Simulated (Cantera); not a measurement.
## CuO + F2 + O2 (oxide etching and cleaning by halides)

Input: 1 mol CuO, 1.7 mol F2, 0.12 mol O2, equilibrated at 1.00 bar.

Method: chemical equilibrium by Gibbs-energy minimisation in Cantera with the NASA 1993 tables (ideal gas, pure condensed phases). Candidate condensed phases: Cu, CuF2, CuO, Cu2O; 13 gas species. Equilibrium is a limit: real reactors are often held back by kinetics, nucleation or transport.

| T (°C) | x F | x CuF2 | x O2 | x F2 | x CuF | x O | x FO | n CuF2(l) |
|---|---|---|---|---|---|---|---|---|
| 1327 | 0.591 | 0.108 | 0.280 | 0.0203 | 5.47e-6 | 7.67e-6 | 0.000105 | 0.760 |
| 1377 | 0.565 | 0.160 | 0.262 | 0.0127 | 1.82e-5 | 1.32e-5 | 0.000103 | 0.620 |
| 1427 | 0.523 | 0.231 | 0.238 | 0.00760 | 5.84e-5 | 2.18e-5 | 9.62e-5 | 0.400 |
| 1477 | 0.463 | 0.323 | 0.209 | 0.00424 | 0.000183 | 3.42e-5 | 8.39e-5 | 0.0392 |
| 1527 | 0.459 | 0.332 | 0.206 | 0.00302 | 0.000361 | 5.52e-5 | 8.67e-5 | 0 |
| 1577 | 0.460 | 0.331 | 0.206 | 0.00224 | 0.000661 | 8.74e-5 | 9.10e-5 | 0 |
| 1627 | 0.461 | 0.330 | 0.205 | 0.00169 | 0.00117 | 0.000135 | 9.52e-5 | 0 |
x: gas mole fraction; n: condensed amount in mol.

From 1327 °C to 1477 °C the condensed part is CuF2(l). From 1527 °C to 1627 °C nothing is condensed. The main Cu-bearing gas is CuF2 throughout.
